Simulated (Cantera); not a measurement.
Low-pressure radical oxidation in H2/O2

An isothermal, constant-pressure homogeneous reactor starts with 17.3 % H2, 71.9 % O2, 10.8 % N2, equivalence ratio 0.12, at 1148 K and 0.0247 atm.

Cantera simulation using GRI-Mech 3.0 (53 species, 325 reactions); the numbers are that mechanism's predictions, not measurements. Radical loss at walls, strong at low pressure, is not modelled. The temperature is held fixed by assumption; the heat of reaction is taken as removed at once.

```json
[
 {"t (s)": "5.00e-6", "x H2": "0.173", "x O2": "0.719", "x H2O": "3.28e-12", "x OH": "2.08e-11", "x O": "2.25e-11"},
 {"t (s)": "2.88e-5", "x H2": "0.173", "x O2": "0.719", "x H2O": "4.23e-10", "x OH": "4.30e-10", "x O": "6.02e-10"},
 {"t (s)": "0.000166", "x H2": "0.173", "x O2": "0.719", "x H2O": "6.77e-8", "x OH": "1.69e-8", "x O": "3.05e-8"},
 {"t (s)": "0.000954", "x H2": "0.0741", "x O2": "0.667", "x H2O": "0.0721", "x OH": "0.00956", "x O": "0.0257"},
 {"t (s)": "0.00549", "x H2": "0.00299", "x O2": "0.673", "x H2O": "0.175", "x OH": "0.00449", "x O": "0.0183"},
 {"t (s)": "0.0316", "x H2": "9.34e-5", "x O2": "0.692", "x H2O": "0.188", "x OH": "0.000764", "x O": "0.000554"},
 {"t (s)": "0.182", "x H2": "3.49e-6", "x O2": "0.693", "x H2O": "0.189", "x OH": "0.000155", "x O": "2.26e-5"},
 {"t (s)": "1.05", "x H2": "3.08e-7", "x O2": "0.693", "x H2O": "0.189", "x OH": "4.76e-5", "x O": "2.13e-6"},
 {"t (s)": "6.03", "x H2": "4.09e-8", "x O2": "0.693", "x H2O": "0.189", "x OH": "1.76e-5", "x O": "2.91e-7"},
 {"t (s)": "34.7", "x H2": "8.18e-9", "x O2": "0.693", "x H2O": "0.189", "x OH": "7.88e-6", "x O": "5.83e-8"},
 {"t (s)": "200", "x H2": "5.93e-9", "x O2": "0.693", "x H2O": "0.189", "x OH": "6.69e-6", "x O": "4.21e-8"}
]
```
x: mole fraction; the columns are a selection and need not sum to one.

Equilibrium at this temperature and pressure: H2 5.93e-9, O2 0.693, H2O 0.189, OH 6.68e-6, O 4.21e-8 (gas phase only).
